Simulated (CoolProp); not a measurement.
Properties of diethyl ether along the isobar 0.998 MPa.

Model: reference Helmholtz-energy equation of state, Thol 2014, in CoolProp.

```tsv
T (K)	phase	Z	cp (kJ/(kg K))	speed of sound (m/s)	isothermal compressibility (1/MPa)	fugacity coefficient
315	liquid	0.04097	2.390	889.5	0.002418	0.1289
330.5	liquid	0.04017	2.451	822.6	0.002930	0.2061
346	liquid	0.03957	2.518	753.7	0.003626	0.3118
361.6	liquid	0.03918	2.594	681.9	0.004626	0.4504
377.1	liquid	0.03905	2.683	607.2	0.006131	0.6223
408.2	gas	0.8238	2.272	184.9	1.269	0.8526
423.7	gas	0.8510	2.242	194.0	1.210	0.8714
439.2	gas	0.8721	2.239	201.9	1.170	0.8870
454.8	gas	0.8892	2.251	209.0	1.141	0.9002
470.3	gas	0.9030	2.272	215.4	1.120	0.9114
485.9	gas	0.9147	2.298	221.4	1.103	0.9211
501.4	gas	0.9246	2.327	226.9	1.089	0.9295
516.9	gas	0.9330	2.359	232.2	1.078	0.9368
532.5	gas	0.9403	2.393	237.3	1.069	0.9433
548	gas	0.9467	2.427	242.1	1.061	0.9491
```
